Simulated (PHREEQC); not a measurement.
Dissolve 170 mmol/kgw CuSO4 and 0.59 mmol/kgw MgSO4 at 20 °C. Closed to the air; pH follows from the charge balance.

Model: acid-base model without metal-ligand complexes, phreeqc.dat, run in PHREEQC.

Precipitation was switched off in this run.

**Question.** Estimate the pH, activity of water.

**Answer.** pH 4.42; activity of water 0.994.
